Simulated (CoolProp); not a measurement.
A simple Rankine cycle with n-octane: condensing at 313.15 K, boiler at 0.0416 MPa, turbine inlet 374.6 K, turbine efficiency 0.8, pump efficiency 0.8, no recuperator. Each further row changes one setting.

Values from CoolProp's reference Helmholtz-energy equation of state, Beckmüller 2019.

```tsv
case	thermal efficiency (%)	net work (kJ/kg)	heat in (kJ/kg)	turbine exit temperature (K)	volume ratio over the turbine
as stated	10.2	47.4	466	348.7	9.56
turbine inlet 394.6 K	9.9	50.2	507	368.6	9.55
condensing temperature 305.15 K	11.5	55.5	484	344.2	14.3
boiler pressure 0.0291 MPa	8.7	40.5	467	352.8	6.71
turbine efficiency 0.7	8.9	41.5	466	351.8	9.65
```
